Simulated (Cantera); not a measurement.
Mixture: CH₄ : O₂ : N₂ = 1 : 3.17 : 11.9 (molar parts), at 1.01 bar, adiabatic and at constant pressure. Ignition delay is the time to a rise of 400 K.

Computed with Cantera and GRI-Mech 3.0 (53 species, 325 reactions).

Q: What does this change do: CH4 1 to 0.55 parts?

A: 
```csv
quantity,before,after
delay at 1000 K,0.863 s,0.648 s
delay at 1075 K,0.241 s,0.178 s
delay at 1150 K,74.1 ms,54.5 ms
delay at 1225 K,24.9 ms,18.4 ms
delay at 1300 K,9.16 ms,6.88 ms
delay at 1375 K,3.67 ms,2.86 ms
apparent activation energy between 1225 and 1375 K,180 kJ/mol,170 kJ/mol
```

Q: What does this change do: pressure from 1.01 bar to 5.00 bar?

A: 
```tsv
quantity	before	after
delay at 1000 K	0.863 s	0.151 s
delay at 1075 K	0.241 s	45.1 ms
delay at 1150 K	74.1 ms	15.4 ms
delay at 1225 K	24.9 ms	5.78 ms
delay at 1300 K	9.16 ms	2.33 ms
delay at 1375 K	3.67 ms	0.999 ms
apparent activation energy between 1225 and 1375 K	180 kJ/mol	160 kJ/mol
```
